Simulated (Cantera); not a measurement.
Input (Python, Cantera):

```python
import numpy as np
import cantera as ct

gas = ct.Solution("h2o2.yaml")
gas.TPX = 473, 100000, {'H2': 1, 'O2': 0.5, 'N2': 1.88}
flame = ct.FreeFlame(gas, width=0.04)
flame.set_refine_criteria(ratio=3, slope=0.08, curve=0.16)
flame.transport_model = "mixture-averaged"
flame.solve(loglevel=0, auto=True)
z, T = flame.grid, flame.T
thick = (T[-1] - T[0]) / np.gradient(T, z).max()
show = ['H2', 'O2', 'H2O', 'HO2', 'H', 'H2O2']
print(f"laminar burning velocity  {flame.velocity[0] * 100:.3f} cm/s")
print(f"burnt temperature         {T[-1]:.1f} K")
print(f"thermal thickness         {thick * 1e3:.4f} mm")
print(f"grid points               {len(z)}")
z0 = z[flame.heat_release_rate.argmax()]
print(f"{'z/mm':>9s}{'T/K':>9s}{'u/(m/s)':>9s}" + "".join(f"{s:>11s}" for s in show))
rows = []
for k in (-3, -2, -1.5, -1, -0.5, -0.25, 0, 0.25, 0.5, 1, 2, 4, 8):
    zz = z0 + k * thick
    rows.append([k * thick, np.interp(zz, z, T), np.interp(zz, z, flame.velocity),
                 *(np.interp(zz, z, flame.X[gas.species_index(s)]) for s in show)])
    print(f"{rows[-1][0] * 1e3:9.3f}{rows[-1][1]:9.1f}{rows[-1][2]:9.3f}" + "".join(f"{x:11.3e}" for x in rows[-1][3:]))
```

Result:

```
laminar burning velocity  486.945 cm/s
burnt temperature         2470.0 K
thermal thickness         0.4275 mm
grid points               124
     z/mm      T/K  u/(m/s)         H2         O2        H2O        HO2          H       H2O2
   -1.283    473.0    4.869  2.959e-01  1.479e-01  4.373e-13  1.372e-13  9.496e-17  1.325e-15
   -0.855    473.0    4.869  2.959e-01  1.479e-01  5.655e-11  2.117e-11  1.310e-14  2.196e-13
   -0.641    473.0    4.869  2.959e-01  1.479e-01  1.674e-09  7.827e-10  4.532e-13  8.652e-12
   -0.428    473.0    4.869  2.958e-01  1.479e-01  1.056e-07  6.502e-08  1.068e-10  7.531e-10
   -0.214    481.6    4.933  2.918e-01  1.486e-01  2.156e-04  1.126e-04  1.311e-05  2.862e-06
   -0.107    702.7    7.000  2.578e-01  1.450e-01  1.735e-02  2.815e-04  3.472e-03  4.248e-05
    0.000   1184.7   11.373  1.577e-01  1.084e-01  1.021e-01  1.019e-04  3.001e-02  7.168e-06
    0.107   1521.0   14.411  6.985e-02  5.046e-02  2.043e-01  4.117e-05  5.186e-02  3.386e-06
    0.214   1681.5   15.822  4.890e-02  3.215e-02  2.358e-01  2.317e-05  4.986e-02  1.957e-06
    0.428   1844.6   17.187  4.504e-02  2.597e-02  2.495e-01  1.541e-05  3.877e-02  1.012e-06
    0.855   2008.5   18.505  4.217e-02  2.186e-02  2.624e-01  1.033e-05  2.702e-02  5.478e-07
    1.710   2161.1   19.687  3.715e-02  1.781e-02  2.769e-01  6.608e-06  1.725e-02  3.419e-07
    3.420   2290.7   20.659  3.079e-02  1.407e-02  2.913e-01  4.215e-06  1.020e-02  2.481e-07
```

Detailed kinetics in Cantera: the H2/O2 subset of GRI-Mech 3.0, which has no nitrogen chemistry. Burning velocities carry a grid error of a few per cent, more on coarse grids.
